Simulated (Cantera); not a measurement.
Cantera with NASA thermochemical tables; ideal gases at 1 bar, condensed phases pure. Values are per mole of reaction as written; species without (g) are pure solids or liquids, kept so even where they would boil at 1 bar.

2 NiS + C₂H₄(g) = 2 Ni + 2 H₂S(g) + 2 C, with ΔH° = 82.2 kJ and ΔS° = 157.5 J/K at 300 K.

How far is the shortcut ΔG° ≈ ΔH°(300 K) − T·ΔS°(300 K) from the full temperature-dependent value at 1898, 1948, 1998, 2048, 2098, 2148, 2198 K?


```json
[
 {"T (K)": "1898", "shortcut (kJ)": "-216.6", "full (kJ)": "-147.0", "difference (kJ)": "-69.6", "difference in log10 K": "1.91", "condensed phases": "NiS(l), Ni(l), C(graphite)"},
 {"T (K)": "1948", "shortcut (kJ)": "-224.5", "full (kJ)": "-151.1", "difference (kJ)": "-73.4", "difference in log10 K": "1.97", "condensed phases": "NiS(l), Ni(l), C(graphite)"},
 {"T (K)": "1998", "shortcut (kJ)": "-232.4", "full (kJ)": "-155.0", "difference (kJ)": "-77.3", "difference in log10 K": "2.02", "condensed phases": "NiS(l), Ni(l), C(graphite)"},
 {"T (K)": "2048", "shortcut (kJ)": "-240.2", "full (kJ)": "-159.0", "difference (kJ)": "-81.2", "difference in log10 K": "2.07", "condensed phases": "NiS(l), Ni(l), C(graphite)"},
 {"T (K)": "2098", "shortcut (kJ)": "-248.1", "full (kJ)": "-162.9", "difference (kJ)": "-85.2", "difference in log10 K": "2.12", "condensed phases": "NiS(l), Ni(l), C(graphite)"},
 {"T (K)": "2148", "shortcut (kJ)": "-256.0", "full (kJ)": "-166.7", "difference (kJ)": "-89.2", "difference in log10 K": "2.17", "condensed phases": "NiS(l), Ni(l), C(graphite)"},
 {"T (K)": "2198", "shortcut (kJ)": "-263.8", "full (kJ)": "-170.6", "difference (kJ)": "-93.3", "difference in log10 K": "2.22", "condensed phases": "NiS(l), Ni(l), C(graphite)"}
]
```
The shortcut ignores heat capacities and the phase changes listed.
